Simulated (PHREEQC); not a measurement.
Dissolve 0.0037 mol/kgw NaH2PO4 and 0.0001 mol/kgw Na2SO4 at 75 °C. Closed to the air; pH follows from the charge balance.

All values are PHREEQC results (ion-association model, phreeqc.dat), not measurements.

Each row changes one thing in this solution. No solid was allowed to form.

```csv
case,pH,ionic strength (mol/kgw),NaSO4- (mol/kgw)
as made,4.86,0.00404,1.86e-6
diluted 2-fold with water,4.97,0.00203,5.08e-7
NaH2PO4 from 0.0037 to 0.00185 mol/kgw,4.97,…,…
NaH2PO4 replaced by NaOH at the same molality,10.22,…,1.87e-6
Na2SO4 from 0.0001 to 0.0002 mol/kgw,4.86,0.00433,…
```

### Question
Complete the blanks.

### Answer

- NaH2PO4 from 0.0037 to 0.00185 mol/kgw, ionic strength (mol/kgw): 0.00217
- NaH2PO4 from 0.0037 to 0.00185 mol/kgw, NaSO4- (mol/kgw): 1.06e-6
- NaH2PO4 replaced by NaOH at the same molality, ionic strength (mol/kgw): 0.00400
- Na2SO4 from 0.0001 to 0.0002 mol/kgw, NaSO4- (mol/kgw): 3.86e-6

Species that the database lacks are ignored. Away from 25 °C the constants follow the database's enthalpies or fits; those with neither stay at their 25 °C values.
